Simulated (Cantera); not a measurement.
A closed system holds: 1 mol C3H8, 0.92 mol H2, 0.16 mol NH3, equilibrated at 623 K.

These are equilibrium values from Cantera (NASA tables, ideal gas, pure condensed phases), not measurements of a reactor. Candidate condensed phases: C, C6H6, C7H8, C8H18; 92 gas species. The ideal-gas law is rough above about 30 bar. Equilibrium is a limit: real reactors are often held back by kinetics, nucleation or transport.

x: gas mole fraction; n: condensed amount in mol.

```json
[
 {"P (Pa)": "10", "x H2": "0.980", "x CH4": "0.00489", "x N2": "0.0153", "x NH3": "___", "x C2H6": "2.40e-11", "x C3H8": "<1e-12", "n C(graphite)": "2.97"},
 {"P (Pa)": "72", "x H2": "0.951", "x CH4": "0.0332", "x N2": "0.0158", "x NH3": "___", "x C2H6": "1.14e-9", "x C3H8": "<1e-12", "n C(graphite)": "2.83"},
 {"P (Pa)": "520", "x H2": "0.809", "x CH4": "0.173", "x N2": "0.0179", "x NH3": "___", "x C2H6": "3.64e-8", "x C3H8": "<1e-12", "n C(graphite)": "2.23"},
 {"P (Pa)": "3700", "x H2": "0.502", "x CH4": "0.475", "x N2": "0.0225", "x NH3": "___", "x C2H6": "4.42e-7", "x C3H8": "3.43e-12", "n C(graphite)": "1.31"},
 {"P (Pa)": "27000", "x H2": "0.232", "x CH4": "0.741", "x N2": "0.0265", "x NH3": "___", "x C2H6": "2.32e-6", "x C3H8": "6.08e-11", "n C(graphite)": "0.770"},
 {"P (Pa)": "190000", "x H2": "0.0951", "x CH4": "0.876", "x N2": "0.0285", "x NH3": "___", "x C2H6": "7.92e-6", "x C3H8": "5.98e-10", "n C(graphite)": "0.553"},
 {"P (Pa)": "1400000", "x H2": "0.0362", "x CH4": "0.934", "x N2": "0.0293", "x NH3": "___", "x C2H6": "2.37e-5", "x C3H8": "5.01e-9", "n C(graphite)": "0.470"},
 {"P (Pa)": "10000000", "x H2": "0.0137", "x CH4": "0.956", "x N2": "0.0295", "x NH3": "___", "x C2H6": "6.55e-5", "x C3H8": "3.75e-8", "n C(graphite)": "0.440"}
]
```

### Question
Complete the blanks.

### Answer

- 10, x NH3: 3.41e-7
- 72, x NH3: 2.38e-6
- 520, x NH3: 1.44e-5
- 3700, x NH3: 5.61e-5
- 27000, x NH3: 0.000140
- 190000, x NH3: 0.000267
- 1400000, x NH3: 0.000469
- 10000000, x NH3: 0.000782
